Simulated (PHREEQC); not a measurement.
Consider water at 25 °C with 1.4 mmol/kgw K2CO3 and 0.038 mmol/kgw Fe(NO3)3. Closed to the air; pH follows from the charge balance.

Model: ion-association model, wateq4f.dat, run in PHREEQC.

Task: The ionic strength comes out as 0.00370 mol/kgw. What activity coefficients do Fe(OH)4-, K+, CO3-2, HCO3-, OH- get?

Result: Fe(OH)4- 0.94, K+ 0.94, CO3-2 0.77, HCO3- 0.94, OH- 0.94.

Precipitation was switched off in this run. Saturation is exceeded, for instance for Fe(OH)3(a), Hematite (slow to form); the values hold only as long as no solid forms. Complexes and solids missing from the database can't appear.
